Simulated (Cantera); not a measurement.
# Premixed flame

A freely propagating, adiabatic, planar premixed flame of 49.2 % H2, 10.7 % O2, 40.2 % N2, equivalence ratio 2.3, unburnt at 698 K and 750 Torr; mixture-averaged transport, grid criteria slope 0.08 and curve 0.16, no radiation.

Computed with Cantera and the H2/O2 subset of GRI-Mech 3.0, which has no nitrogen chemistry. Burning velocities carry a grid error of a few per cent, more on coarse grids.

```csv
z (mm),T (K),u (m/s),x H2,x O2,x HO2,x O,x H,x H2O
-1.48,698,11.5,0.492,0.107,<1e-8,<1e-8,<1e-8,<1e-8
-0.984,698,11.5,0.492,0.107,<1e-8,<1e-8,<1e-8,<1e-8
-0.738,698,11.5,0.492,0.107,4.16e-8,<1e-8,<1e-8,<1e-8
-0.492,698,11.5,0.492,0.107,2.58e-6,1.36e-8,1.02e-6,3.20e-7
-0.246,720,11.8,0.488,0.106,0.000178,1.97e-5,0.000738,0.00132
-0.123,894,14.4,0.458,0.100,0.000121,0.000410,0.0117,0.0182
0,1262,19.8,0.352,0.0606,5.43e-5,0.00323,0.0601,0.102
0.123,1515,23.6,0.265,0.0128,1.14e-5,0.00267,0.0963,0.195
0.246,1621,25.2,0.252,0.00214,1.83e-6,0.00142,0.0969,0.218
0.492,1729,26.6,0.258,0.000459,3.99e-7,0.00106,0.0845,0.223
0.984,1846,28.2,0.268,0.000299,2.59e-7,0.000809,0.0680,0.225
1.97,1962,29.7,0.279,0.000189,1.70e-7,0.000530,0.0513,0.228
3.94,2065,31.0,0.288,0.000102,1.01e-7,0.000295,0.0362,0.231
```
x: mole fraction of selected species; z is measured from the peak of heat release.

The laminar burning velocity is 1150 cm/s. The thermal thickness is 0.492 mm and the peak x(HO2) comes out as 0.000181. The peak x(O) is 0.00370 and the peak x(H) is 0.0988. The grid points comes out as 145.
